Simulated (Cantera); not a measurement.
**Halide evaporation, hydrolysis and transport: FeCl3 + HCl + N2**

Feed: 1 mol FeCl3, a varied amount of HCl, 4.7 mol N2, held at 1825 K and 12.0 Pa.

Cantera equilibrium calculation (NASA polynomials, part measured and part estimated; ideal gas, pure solids and liquids). Candidate condensed phases: Fe, FeCl2, FeCl3, NH4Cl; 18 gas species. Equilibrium is a limit: real reactors are often held back by kinetics, nucleation or transport.

From 0.29 mol HCl to 1.8 mol HCl nothing is condensed. The main Fe-bearing gas is FeCl2 throughout.

| n(HCl) (mol) | x N2 | x HCl | x Cl | x FeCl2 |
|---|---|---|---|---|
| 0.29 | 0.670 | 0.0408 | 0.147 | 0.141 |
| 0.36 | 0.663 | 0.0501 | 0.145 | 0.139 |
| 0.44 | 0.655 | 0.0605 | 0.144 | 0.138 |
| 0.54 | 0.646 | 0.0731 | 0.142 | 0.136 |
| 0.65 | 0.636 | 0.0865 | 0.141 | 0.133 |
| 0.8 | 0.623 | 0.104 | 0.138 | 0.131 |
| 0.97 | 0.609 | 0.123 | 0.136 | 0.128 |
| 1.2 | 0.591 | 0.147 | 0.133 | 0.124 |
| 1.4 | 0.576 | 0.167 | 0.131 | 0.121 |
| 1.8 | 0.548 | 0.203 | 0.127 | 0.115 |
x: gas mole fraction; nothing condenses.
